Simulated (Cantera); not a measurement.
**Stirred combustor or abatement burner**

A perfectly stirred reactor is fed with 29.1 % H2, 12.1 % O2, 45.7 % N2, 13.1 % H2O, equivalence ratio 1.2, at 1.00 atm; it is adiabatic with a 625 K inlet, and is followed from long to short residence time, starting on the burning branch (τ in s: 0.072, 0.03, 0.012, 0.005, 0.002, 0.00084, 0.00034, 0.00014, 5.8e-05, 2.4e-05, 9.8e-06, 4e-06).

Model: GRI-Mech 3.0 (53 species, 325 reactions), integrated in Cantera.

```csv
τ (s),T (K),x H2,x O2,x H2O,x NO,x O,x N2O
0.072,2295,0.0564,0.000455,0.418,0.000322,0.000135,2.09e-8
0.030,2284,0.0568,0.000686,0.417,0.000246,0.000201,2.20e-8
0.012,2262,0.0577,0.00117,0.414,0.000170,0.000344,2.39e-8
0.0050,2227,0.0592,0.00200,0.409,0.000112,0.000610,2.63e-8
0.0020,2172,0.0617,0.00349,0.402,6.97e-5,0.00112,2.91e-8
0.00084,2096,0.0649,0.00564,0.392,4.50e-5,0.00193,3.20e-8
0.00034,1990,0.0688,0.00875,0.379,3.11e-5,0.00318,3.46e-8
0.00014,1859,0.0728,0.0127,0.365,2.27e-5,0.00473,3.61e-8
5.8e-5,1707,0.0773,0.0179,0.349,1.51e-5,0.00623,3.55e-8
2.4e-5,1535,0.0879,0.0265,0.328,7.67e-6,0.00695,3.18e-8
9.8e-6,625,0.291,0.121,0.131,<1e-12,<1e-12,<1e-12
4.0e-6,625,0.291,0.121,0.131,<1e-12,<1e-12,<1e-12
```
x: mole fraction; the columns are a selection and need not sum to one.
